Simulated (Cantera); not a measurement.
A closed system holds: 1 mol Al, a varied amount of HCl, 8.4 mol H₂, equilibrated at 825 K and 3.20 mbar.

Equilibrium computed with Cantera from the NASA thermochemical tables; the gas is ideal and each condensed phase is pure. Candidate condensed phases: Al, AlCl₃; 12 gas species. The tables' values for AlCl₂ are old estimates; treat these amounts as uncertain. Rates play no part.

x: gas mole fraction; n: condensed amount in mol.

```tsv
n(HCl) (mol)	x H₂	x HCl	x AlCl₃	x AlCl	x AlCl₂	x Al₂Cl₆	n Al(s)
1.2	0.956	6.00e-6	0.0413	0.00269	0.000355	1.06e-5	0.582
1.9	0.935	6.79e-6	0.0619	0.00308	0.000465	2.39e-5	0.345
2.5	0.918	7.26e-6	(withheld)	0.00332	0.000541	(withheld)	(withheld)
3.2	0.892	0.0180	0.0900	6.05e-10	2.49e-7	5.05e-5	0
3.8	0.846	0.0684	0.0854	3.78e-11	6.05e-8	4.55e-5	0
4.5	0.798	(withheld)	0.0806	(withheld)	3.14e-8	(withheld)	0
5.1	0.762	0.162	0.0769	5.49e-12	2.19e-8	3.68e-5	0
5.8	0.723	0.204	0.0729	3.09e-12	1.60e-8	3.32e-5	0
```

**Question.** Some entries are withheld; supply them.

**Answer.** 
- 4.5, x HCl: 0.121
- 4.5, x AlCl: 1.08e-11
- 4.5, x Al₂Cl₆: 4.05e-5
- 2.5, x AlCl₃: 0.0778
- 2.5, x Al₂Cl₆: 3.77e-5
- 2.5, n Al(s): 0.142
